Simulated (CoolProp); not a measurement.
Saturation properties of R1234yf.

The numbers come from the reference Helmholtz-energy equation of state, Lemmon 2022 in CoolProp.

```json
[
 {"T (K)": "179.4", "p (kPa)": "1.733", "vapour density (kg/m³)": "0.1328", "liquid conductivity (mW/(m K))": "106"},
 {"T (K)": "189", "p (kPa)": "3.930", "vapour density (kg/m³)": "0.2864", "liquid conductivity (mW/(m K))": "?"},
 {"T (K)": "198.6", "p (kPa)": "8.116", "vapour density (kg/m³)": "0.5647", "liquid conductivity (mW/(m K))": "98.3"},
 {"T (K)": "208.2", "p (kPa)": "15.49", "vapour density (kg/m³)": "1.033", "liquid conductivity (mW/(m K))": "94.7"},
 {"T (K)": "217.8", "p (kPa)": "27.65", "vapour density (kg/m³)": "1.774", "liquid conductivity (mW/(m K))": "91.0"},
 {"T (K)": "227.4", "p (kPa)": "46.61", "vapour density (kg/m³)": "?", "liquid conductivity (mW/(m K))": "87.5"},
 {"T (K)": "237", "p (kPa)": "74.77", "vapour density (kg/m³)": "4.493", "liquid conductivity (mW/(m K))": "84.0"},
 {"T (K)": "246.7", "p (kPa)": "115.4", "vapour density (kg/m³)": "6.756", "liquid conductivity (mW/(m K))": "?"},
 {"T (K)": "256.3", "p (kPa)": "171.0", "vapour density (kg/m³)": "9.793", "liquid conductivity (mW/(m K))": "77.1"},
 {"T (K)": "265.9", "p (kPa)": "245.2", "vapour density (kg/m³)": "13.81", "liquid conductivity (mW/(m K))": "73.9"},
 {"T (K)": "275.5", "p (kPa)": "341.8", "vapour density (kg/m³)": "19.04", "liquid conductivity (mW/(m K))": "70.7"},
 {"T (K)": "285.1", "p (kPa)": "465.0", "vapour density (kg/m³)": "25.75", "liquid conductivity (mW/(m K))": "67.6"},
 {"T (K)": "294.7", "p (kPa)": "619.0", "vapour density (kg/m³)": "34.29", "liquid conductivity (mW/(m K))": "64.6"},
 {"T (K)": "304.4", "p (kPa)": "810.5", "vapour density (kg/m³)": "45.25", "liquid conductivity (mW/(m K))": "61.7"},
 {"T (K)": "314", "p (kPa)": "1041", "vapour density (kg/m³)": "59.03", "liquid conductivity (mW/(m K))": "58.8"}
]
```

Task: Complete the blanks.

Result: 
- 189, liquid conductivity (mW/(m K)): 102
- 227.4, vapour density (kg/m³): 2.887
- 246.7, liquid conductivity (mW/(m K)): 80.5

It boils at 243.7 K under 1 atm.

Thermal conductivity comes from a separate model (Perkins 2011).
